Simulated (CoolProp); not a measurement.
CH2F2 (R32) along the isotherm 110.35 °C: fugacity coefficient from the reference equation and from simpler models built on Tc = 78.1 °C, pc = 5.783 MPa, ω = 0.277; each cubic takes its own stable root.

Computed with CoolProp (reference Helmholtz-energy equation of state, Tillner-Roth 1997).

```json
[
 {"p (MPa)": "0.0457", "phase": "gas", "reference": "0.9978"},
 {"p (MPa)": "0.104", "phase": "gas", "reference": "0.9949"},
 {"p (MPa)": "0.237", "phase": "gas", "reference": "0.9884"},
 {"p (MPa)": "0.539", "phase": "gas", "reference": "0.9738"},
 {"p (MPa)": "1.23", "phase": "gas", "reference": "0.9408"},
 {"p (MPa)": "2.79", "phase": "gas", "reference": "0.8687"},
 {"p (MPa)": "6.35", "phase": "supercritical", "reference": "0.7146"},
 {"p (MPa)": "14.5", "phase": "supercritical", "reference": "0.4489"}
]
```

### Question
How far does each simpler model (van der Waals, Redlich-Kwong, Soave-Redlich-Kwong, Peng-Robinson) lie from the reference over these 8 states: mean and median of the absolute difference, and the worst?

### Answer
- van der Waals: mean 1.8 %, median 0.7 %, worst +7.4 % at 110.35 °C and 14.5 MPa
- Redlich-Kwong: mean 1.0 %, median 0.3 %, worst +5.1 % at 110.35 °C and 14.5 MPa
- Soave-Redlich-Kwong: mean 2.2 %, median 0.5 %, worst +11.3 % at 110.35 °C and 14.5 MPa
- Peng-Robinson: mean 0.6 %, median 0.0 %, worst +4.7 % at 110.35 °C and 14.5 MPa
